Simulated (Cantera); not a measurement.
Feed: 1 mol Pb, 0.31 mol N2, equilibrated at 1200 K and 0.133 bar.

Cantera equilibrium calculation (NASA polynomials, part measured and part estimated; ideal gas, pure solids and liquids). Candidate condensed phases: Pb; 4 gas species. Rates play no part.

Base state: N2 0.995, Pb 0.00482 (mole fractions); condensed: Pb(l).

Q: What changes in the equilibrium state with this change: Pb replaced by Fe(CO)5?

A: 
| species | before | after |
|---|---|---|
| CO | 0 | 0.939 |
| N2 | 0.995 | 0.0585 |
| CO2 | 0 | 0.00222 |
| Pb | 0.00482 | 0 |
| Pb(l), mol | 0.998 | 0 |
| C(graphite), mol | 0 | 0.0118 |
| Fe(γ), mol | 0 | 1.00 |
Condensed phases not in the tables: cementite and carbon dissolved in iron. Further candidate phases: C, Fe, Fe(CO)5, FeO, Fe2O3, Fe3O4.
